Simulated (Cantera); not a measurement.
Cantera run:

```python
import numpy as np
import cantera as ct

gas_names = """
    H H2 N NH NH2 NH3 N2 N2H2 N2H4 Si SiH SiH2 SiH3 SiH4 SiN Si2 Si2N Si3
""".split()
cond_names = """
    Si(cr) Si(L) Si3N4(a)
""".split()


# ... load() reads the species with a 1 bar reference pressure and builds the phases ...
atoms = {
    'Si2H6': {'Si': 2, 'H': 6},
    'N2': {'N': 2},
}
top_T = {'Si3N4(a)': 2400}  # K; cautious upper limits of use, not melting points


# ... equilibrate(T, P, feed) seeds the gas with the atoms and calls Mixture.equilibrate('TP', solver="vcs", rtol=1e-11, max_steps=5000) ...
results = []
feed = {'Si2H6': 1, 'N2': 4.5}  # mol
T = 1450  # K
P = 570  # Pa
mix = equilibrate(T, P, feed)
results.append((T, P, feed, dict(zip(mix.species_names, mix.species_moles))))
print(gas.report(threshold=0.0001))
for i in range(1, mix.n_phases):
    print(f"{mix.phase(i).name:16s} {mix.phase_moles(i):12.5e} mol")
```

Result:

```
       temperature   1450 K
          pressure   570 Pa
           density   0.00072648 kg/m^3
  mean mol. weight   15.366 kg/kmol
   phase of matter   gas

                          1 kg             1 kmol
                     ---------------   ---------------
          enthalpy        2.3248e+06        3.5722e+07  J
   internal energy        1.5402e+06        2.3666e+07  J
           entropy             16844        2.5882e+05  J/K
    Gibbs function       -2.2099e+07       -3.3956e+08  J
 heat capacity c_p            2174.4             33411  J/K
 heat capacity c_v            1633.3             25097  J/K

                      mass frac. Y      mole frac. X     chem. pot. / RT
                     ---------------   ---------------   ---------------
                H2          0.063819           0.48642           -24.393
                N2           0.93617           0.51349           -31.742
     [  +16 minor]        5.9098e-06        8.7502e-05

Si(cr)            0.00000e+00 mol
Si3N4(a)          6.66667e-01 mol
```

Equilibrium computed with Cantera from the NASA thermochemical tables; the gas is ideal and each condensed phase is pure. The feed counts by its element totals alone. N2 is the only nitrogen source here; it is nearly inert below about 1500 K, so the nitride shown seldom forms there in practice.
